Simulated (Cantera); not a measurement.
Charge: 1 mol TiO2, 0.17 mol Al2O3, 1.1 mol O2, equilibrated at 2198.15 K and 0.100 bar.

These are equilibrium values from Cantera (NASA tables, ideal gas, pure condensed phases), not measurements of a reactor. Candidate condensed phases: Al, Al2O3, Ti, TiO, TiO2, Ti2O3, Ti3O5, Ti4O7; 12 gas species. Mutual solubility and eutectic melting of coexisting phases are not modelled. Condensed phases not in the tables: mixed aluminates and titanates, alloys, solid solutions and most ternary compounds. Rates play no part.

Base state: O2 0.992, O 0.00842, TiO2 5.10e-5 (mole fractions); condensed: Al2O3(s) + TiO2(l).

### Question
What changes in the equilibrium state with this change: pressure from 0.100 bar to 33.0 mbar?

### Answer
| species | before | after |
|---|---|---|
| O2 | 0.992 | 0.985 |
| O | 0.00842 | 0.0146 |
| TiO2 | 5.10e-5 | 0.000154 |
| Al2O3(s), mol | 0.170 | 0.170 |
| TiO2(l), mol | 1.000 | 1.000 |

### Question
What changes in the equilibrium state with this change: temperature from 2198.15 K to 1625 K?

### Answer
| species | before | after |
|---|---|---|
| O2 | 0.992 | 1.000 |
| O | 0.00842 | 6.16e-5 |
| TiO2 | 5.10e-5 | <1e-9 |
| Al2O3(s), mol | 0.170 | 0.170 |
| TiO2(l), mol | 1.000 | 0 |
| TiO2(rutile), mol | 0 | 1.00 |
